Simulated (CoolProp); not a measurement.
Values from CoolProp's reference Helmholtz-energy equation of state, Lemmon 2009.

Question: Give the vapour pressure (MPa), vapour density (kg/m³), enthalpy of vaporisation (kJ/kg) of saturated propane at 232.9, 260, 265.5 K.

Answer: 
```
T (K)  p (MPa)  vapour density (kg/m³)  enthalpy of vaporisation (kJ/kg)
-----  -------  ----------------------  --------------------------------
232.9    0.110                    2.61                               424
260      0.311                    6.90                               392
265.5    0.373                    8.21                               385
```
